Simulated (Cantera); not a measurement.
**Equilibrium for silicon carbide growth: CH3SiH3 + C2H2 + H2**

Charge: 1 mol CH3SiH3, 0.31 mol C2H2, 26 mol H2, equilibrated at 1727 °C.

Method: chemical equilibrium by Gibbs-energy minimisation in Cantera with the NASA 1993 tables (ideal gas, pure condensed phases). Candidate condensed phases: C, C6H6, C7H8, C8H18, Si, SiC; 87 gas species. The feed counts by its element totals alone. The numbers say what is thermodynamically allowed, not how fast it happens.

```csv
P (Pa),x H2,x H,x Si,x C2H2 (acetylene),x CH4,x SiC2,x Si2C,n C(graphite),n SiC(s)
100,0.947,0.0500,0.00239,0.000727,3.80e-7,9.88e-5,6.54e-5,0.649,0.919
240,0.966,0.0326,0.000995,0.000742,9.50e-7,4.12e-5,2.73e-5,0.606,0.966
560,0.977,0.0215,0.000426,0.000751,2.27e-6,1.76e-5,1.17e-5,0.589,0.985
1300,0.985,0.0142,0.000184,0.000757,5.35e-6,7.60e-6,5.03e-6,0.581,0.993
3200,0.990,0.00905,7.46e-5,0.000761,1.33e-5,3.09e-6,2.05e-6,0.577,0.997
7500,0.993,0.00592,3.18e-5,0.000763,3.14e-5,1.32e-6,8.73e-7,0.575,0.999
18000,0.995,0.00382,1.33e-5,0.000765,7.57e-5,5.49e-7,3.64e-7,0.573,0.999
42000,0.997,0.00250,5.68e-6,0.000766,0.000177,2.35e-7,1.56e-7,0.570,1.000
100000,0.997,0.00162,2.39e-6,0.000766,0.000422,9.88e-8,6.54e-8,0.562,1.000
```
x: gas mole fraction; n: condensed amount in mol.

From 1.00 mbar to 1.00 bar the condensed part is C(graphite) + SiC(s). The main Si-bearing gas is Si at 1.00 mbar and SiH2 at 1.00 bar.
